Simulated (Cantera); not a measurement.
A Cantera script and what it prints.

```python
import numpy as np
import cantera as ct

gas_names = [...]  # 95 gases of nasa_gas.yaml made of C, F, H
cond_names = """
    C(gr) C6H6(L) C7H8(L) C8H18(L),n-octa
""".split()


# ... load() reads the species with a 1 bar reference pressure and builds the phases ...
atoms = {
    'c-C4F8': {'C': 4, 'F': 8},
    'H2': {'H': 2},
}
top_T = {'C(gr)': 4500}  # K; cautious upper limits of use, not melting points


# ... equilibrate(T, P, feed) seeds the gas with the atoms and calls Mixture.equilibrate('TP', solver="vcs", rtol=1e-11, max_steps=5000) ...
results = []
feed = {'c-C4F8': 1, 'H2': 7.1}  # mol
T = 1523.15  # K
P = 10000  # Pa
mix = equilibrate(T, P, feed)
results.append((T, P, feed, dict(zip(mix.species_names, mix.species_moles))))
x = sorted(zip(gas.X, gas.species_names), reverse=True)
print(f"T = {T:g} K  P = {P:g} Pa  gas = {mix.phase_moles(0):.4g} mol")
print("   x: " + "  ".join(f"{s} {v:.3e}" for v, s in x if v > 1e-05))
print("   condensed (mol): " + ("  ".join(f"{mix.phase(i).name} {mix.phase_moles(i):.4g}"
      for i in range(1, mix.n_phases) if mix.phase_moles(i) > 1e-12) or "none"))
```

Output:

```
T = 1523.15 K  P = 10000 Pa  gas = 11.1 mol
   x: HF 7.207e-01  H2 2.792e-01  H 3.869e-05  CH4 1.794e-05
   condensed (mol): C(gr) 4
```

Cantera equilibrium calculation (NASA polynomials, part measured and part estimated; ideal gas, pure solids and liquids). The feed counts by its element totals alone.
